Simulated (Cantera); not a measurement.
An isothermal, constant-pressure homogeneous reactor starts with 45.9 % H2, 32.8 % O2, 21.3 % N2, at 1075 K and 0.987 atm.

Detailed kinetics in Cantera: the H2/O2 subset of GRI-Mech 3.0, which has no nitrogen chemistry. The temperature is held fixed by assumption; the heat of reaction is taken as removed at once.

x: mole fraction; the columns are a selection and need not sum to one.

| t (s) | x H2 | x O2 | x OH | x H2O | x H2O2 | x HO2 |
|---|---|---|---|---|---|---|
| 3.00e-5 | 0.459 | 0.328 | 7.33e-7 | 2.11e-5 | [?] | 8.11e-6 |
| 7.98e-5 | 0.141 | 0.188 | 0.000930 | 0.410 | [?] | 0.000507 |
| 0.000212 | 0.117 | 0.179 | 1.79e-6 | 0.443 | [?] | 0.000233 |
| 0.000564 | 0.116 | 0.178 | 2.26e-6 | 0.445 | [?] | 0.000215 |
| 0.00150 | 0.110 | 0.175 | 3.47e-6 | 0.452 | [?] | 0.000245 |
| 0.00399 | 0.0921 | 0.167 | 4.25e-6 | 0.476 | [?] | 0.000247 |
| 0.0106 | 0.0567 | 0.152 | 3.92e-6 | 0.522 | [?] | 0.000199 |
| 0.0282 | 0.0185 | 0.136 | 3.15e-6 | 0.572 | [?] | 0.000113 |
| 0.0751 | 0.00288 | 0.129 | 1.51e-6 | 0.592 | [?] | 3.33e-5 |
| 0.200 | 0.000459 | 0.128 | 5.22e-7 | 0.595 | [?] | 7.58e-6 |
| 0.531 | 6.96e-5 | 0.128 | 2.43e-7 | 0.596 | [?] | 1.68e-6 |
| 1.41 | 3.69e-6 | 0.128 | 1.93e-7 | 0.596 | [?] | 1.57e-7 |
| 3.76 | 1.32e-9 | 0.128 | 8.85e-7 | 0.596 | [?] | 5.09e-9 |
| 10.0 | 1.18e-9 | 0.128 | 9.72e-7 | 0.596 | [?] | 4.78e-9 |

### Question
Complete the blanks.

### Answer

- 3.00e-5, x H2O2: 2.59e-8
- 7.98e-5, x H2O2: 4.83e-5
- 0.000212, x H2O2: 0.000306
- 0.000564, x H2O2: 0.000411
- 0.00150, x H2O2: 0.000588
- 0.00399, x H2O2: 0.000644
- 0.0106, x H2O2: 0.000435
- 0.0282, x H2O2: 0.000146
- 0.0751, x H2O2: 1.32e-5
- 0.200, x H2O2: 7.27e-7
- 0.531, x H2O2: 4.45e-8
- 1.41, x H2O2: 1.39e-9
- 3.76, x H2O2: 1.22e-9
- 10.0, x H2O2: 1.47e-9
